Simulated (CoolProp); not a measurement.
Vapour-liquid equilibrium of n-hexane (1) + o-xylene (2) at 0.0783 MPa; x and y are mole fractions of (1).

Values from CoolProp's multi-fluid Helmholtz-energy mixture model, Thol 2019 and Zhou 2012; pair parameters Bell 2016.

Give the bubble temperature and the first vapour's composition at x = 0.125, 0.425, 0.725. Is there an azeotrope?

x = 0.125: 110.5 °C, y = 0.568; x = 0.425: 82.6 °C, y = 0.887; x = 0.725: 69.2 °C, y = 0.965. No azeotrope shows between x = 0.05 and 0.95.

Pair parameters are fitted to limited data, so mixtures are less certain than the pure fluids.
